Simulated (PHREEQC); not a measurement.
A made-up water analysis in mg/L, 46 °C, pH 8.66, pe 11.4:

| constituent | mg/L |
|---|---|
| Na | 108 |
| K | 31.5 |
| Ca | 81 |
| Mg | 36.4 |
| Cl | 174 |
| S(6) as SO4 | 256 |
| Alkalinity as HCO3 | 137 |
| Cd | 3.21 |
| Cu(2) | 21.2 |
| Si as SiO2 | 36.8 |

Valence states are taken as typed.

All values are PHREEQC results (ion-association model, wateq4f.dat), not measurements.

This is a speciation only: nothing precipitates in the calculation.

**Question.** Estimate the ionic strength.

**Answer.** ionic strength 0.0155 mol/kgw.

**Question.** In which forms is Cu present?

**Answer.** Cu(OH)2 95 %, CuCO3 3.9 % of the Cu.

Examples of supersaturated solids here: Otavite, Malachite. Others may be too. Species that the database lacks are ignored. Constants without temperature data keep their 25 °C values here. The database's constant for dissolved Cu(OH)2 is higher than later reviews accept.
